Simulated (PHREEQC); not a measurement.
A column of 0.2 m (30 cells, dispersivity 0.01 m, 300 s a shift, diffusion coefficient 3e-10 m²/s) holds 0.0022 eq of the database's cation exchanger X per kg of pore water, first in equilibrium with 70 mmol/kgw BaCl2, 1.7 mmol/kgw KBr and 0.01 mmol/kgw HCl. It is flushed with 3.9 mmol/kgw NaCl and 0.01 mmol/kgw HCl, at 40 °C. Values are for the last cell. No CO2 enters from the air. Precipitation was switched off in this run.

Base run: PHREEQC, ion-association model, phreeqc.dat. Each further column changes one thing. The table gives Na in solution (mol/kgw).

```json
[
 {"pore volumes": "0", "base": "0", "exchange capacity from 0.0022 to 0.0011 eq/kgw": "0", "dispersivity from 0.01 to 0.02 m": "0"},
 {"pore volumes": "0.55", "base": "0.000138", "exchange capacity from 0.0022 to 0.0011 eq/kgw": "0.000140", "dispersivity from 0.01 to 0.02 m": "[?]"},
 {"pore volumes": "1.217", "base": "0.00298", "exchange capacity from 0.0022 to 0.0011 eq/kgw": "0.00302", "dispersivity from 0.01 to 0.02 m": "0.00288"},
 {"pore volumes": "1.75", "base": "0.00361", "exchange capacity from 0.0022 to 0.0011 eq/kgw": "0.00370", "dispersivity from 0.01 to 0.02 m": "[?]"},
 {"pore volumes": "2.283", "base": "0.00364", "exchange capacity from 0.0022 to 0.0011 eq/kgw": "0.00373", "dispersivity from 0.01 to 0.02 m": "0.00372"},
 {"pore volumes": "2.817", "base": "0.00371", "exchange capacity from 0.0022 to 0.0011 eq/kgw": "0.00377", "dispersivity from 0.01 to 0.02 m": "0.00372"},
 {"pore volumes": "3.483", "base": "0.00378", "exchange capacity from 0.0022 to 0.0011 eq/kgw": "0.00382", "dispersivity from 0.01 to 0.02 m": "[?]"},
 {"pore volumes": "4.017", "base": "0.00380", "exchange capacity from 0.0022 to 0.0011 eq/kgw": "0.00384", "dispersivity from 0.01 to 0.02 m": "0.00377"}
]
```

### Question
Complete the blanks.

### Answer

- 0.55, dispersivity from 0.01 to 0.02 m: 0.000431
- 1.75, dispersivity from 0.01 to 0.02 m: 0.00359
- 3.483, dispersivity from 0.01 to 0.02 m: 0.00374

At this temperature some constants are extrapolated from 25 °C, and those without enthalpy data are left unchanged.
